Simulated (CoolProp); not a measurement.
Carbonyl sulfide at several states: fugacity coefficient from the reference equation and from simpler models built on Tc = 105.6 °C, pc = 6.369 MPa, ω = 0.098; each cubic takes its own stable root.

Computed with CoolProp (reference Helmholtz-energy equation of state, Lemmon 2006). It is a short technical equation, of lower accuracy than the large ones.

```
T (°C)  p (MPa)          phase  reference
------  -------  -------------  ---------
-58.25    0.186         liquid     0.3620
145.45     7.33  supercritical     0.7297
186.95   0.0177            gas     0.9995
```

How far does each simpler model (van der Waals, Redlich-Kwong, Soave-Redlich-Kwong, Peng-Robinson) lie from the reference over these 3 states: mean and median of the absolute difference, and the worst?


- van der Waals: mean 56.1 %, median 0.8 %, worst +167.5 % at -58.25 °C and 0.186 MPa
- Redlich-Kwong: mean 1.4 %, median 0.7 %, worst +3.5 % at -58.25 °C and 0.186 MPa
- Soave-Redlich-Kwong: mean 0.4 %, median 0.2 %, worst -1.1 % at -58.25 °C and 0.186 MPa
- Peng-Robinson: mean 1.9 %, median 2.3 %, worst -3.4 % at 145.45 °C and 7.33 MPa

At some of these states van der Waals gives the other phase, because its saturation line lies elsewhere.
